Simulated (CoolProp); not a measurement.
R1234ze(E) along the isobar 544 kPa: density (kg/m³) from the reference equation and from simpler models built on Tc = 382.5 K, pc = 3635 kPa, ω = 0.313; each cubic takes its own stable root.

The numbers come from the reference Helmholtz-energy equation of state, Thol 2016 in CoolProp.

```csv
T (K),phase,reference
255.2,liquid,1292
265.5,liquid,1263
275.8,liquid,1233
286.2,liquid,1202
296.5,liquid,1169
306.9,gas,27.83
317.2,gas,26.45
327.5,gas,25.25
337.9,gas,24.18
348.2,gas,23.23
358.5,gas,22.37
368.9,gas,21.57
379.2,gas,20.85
389.5,gas,20.19
```

### Question
How far does each simpler model (van der Waals, Redlich-Kwong, Peng-Robinson) lie from the reference over these 14 states: mean and median of the absolute difference, and the worst?

### Answer
- van der Waals: mean 36.3 %, median 3.5 %, worst -97.6 % at 296.5 K and 544 kPa
- Redlich-Kwong: mean 17.6 %, median 1.7 %, worst -97.6 % at 296.5 K and 544 kPa
- Peng-Robinson: mean 0.9 %, median 0.4 %, worst +2.3 % at 255.2 K and 544 kPa

At some of these states van der Waals, Redlich-Kwong gives the other phase, because its saturation line lies elsewhere.
